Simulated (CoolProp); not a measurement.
Vapour-liquid equilibrium of CHF3 (R23) (1) + n-butane (2) at 269.3 K; x and y are mole fractions of (1).

The numbers come from the multi-fluid Helmholtz-energy mixture model, Penoncello 2003 and Bücker 2006; pair parameters Bell 2016 in CoolProp.

| x | bubble pressure, mixture model (bar) | bubble pressure, Raoult's law (bar) | y, mixture model | y, Raoult's law |
|---|---|---|---|---|
| 0.05 | 4.540 | 1.968 | 0.793 | 0.570 |
| 0.15 | 10.40 | 4.124 | 0.902 | 0.817 |
| 0.25 | 14.23 | 6.280 | 0.925 | 0.894 |
| 0.35 | 16.31 | 8.435 | 0.933 | 0.931 |
| 0.45 | 17.25 | 10.59 | 0.936 | 0.954 |
| 0.55 | 17.68 | 12.75 | 0.938 | 0.969 |
| 0.65 | 18.09 | 14.90 | 0.940 | 0.979 |
| 0.75 | 18.77 | 17.06 | 0.945 | 0.987 |
| 0.85 | 19.88 | 19.21 | 0.957 | 0.993 |
| 0.95 | 21.48 | 21.37 | 0.981 | 0.998 |

The largest gap from Raoult's law is +152.2 % in bubble pressure, at x = 0.15. No azeotrope shows between x = 0.05 and 0.95.

Pair parameters are fitted to limited data, so mixtures are less certain than the pure fluids. With so large a gap from Raoult's law the liquid may split in two, which this calculation doesn't test in full.
